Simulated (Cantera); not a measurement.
A closed system holds: 1 mol SiH₂Cl₂, 0.026 mol HCl, 180 mol H₂, at 625 °C and 270 Pa.

Cantera equilibrium calculation (NASA polynomials, part measured and part estimated; ideal gas, pure solids and liquids). Candidate condensed phases: Si; 19 gas species. The tables' values for SiCl₃ are old estimates; treat these amounts as uncertain. The numbers say what is thermodynamically allowed, not how fast it happens.

Base state: H₂ 0.992, HCl 0.00618, SiCl₄ 0.000887, SiHCl₃ 0.000397, SiCl₂ 5.20e-5, SiCl₃ 3.09e-5, SiH₂Cl₂ 1.68e-5 (mole fractions); condensed: Si(s).

### Question
What changes in the equilibrium state with this change: temperature from 625 °C to 1427 °C?

### Answer
```csv
species,before,after
H₂,0.992,0.986
HCl,0.00618,0.0103
H,2.10e-9,0.00282
SiCl₂,5.20e-5,0.000385
SiCl₄,0.000887,<1e-9
Si,<1e-9,0.000251
SiHCl₃,0.000397,2.64e-9
"Si(s), mol",0.749,0
"Si(l), mol",0,0.873
```
The tables' values for SiCl are old estimates; treat these amounts as uncertain. Gases not in the tables: Si₂H₆ and higher silanes.

### Question
What changes in the equilibrium state with this change: H₂ from 180 to 50 mol?

### Answer
```
species       before     after
----------  --------  --------
H₂             0.992     0.982
HCl          0.00618   0.00988
SiCl₄       0.000887   0.00593
SiCl₃        3.09e-5  0.000128
SiHCl₃      0.000397   0.00164
SiCl₂        5.20e-5  0.000134
Si(s), mol     0.749     0.594
```

### Question
What changes in the equilibrium state with this change: temperature from 625 °C to 1402 °C?

### Answer
```csv
species,before,after
H₂,0.992,0.987
HCl,0.00618,0.0103
H,2.10e-9,0.00222
SiCl₂,5.20e-5,0.000388
SiCl₄,0.000887,<1e-9
Si,<1e-9,0.000161
"Si(s), mol",0.749,0.892
```
The tables' values for SiCl are old estimates; treat these amounts as uncertain. Gases not in the tables: Si₂H₆ and higher silanes.
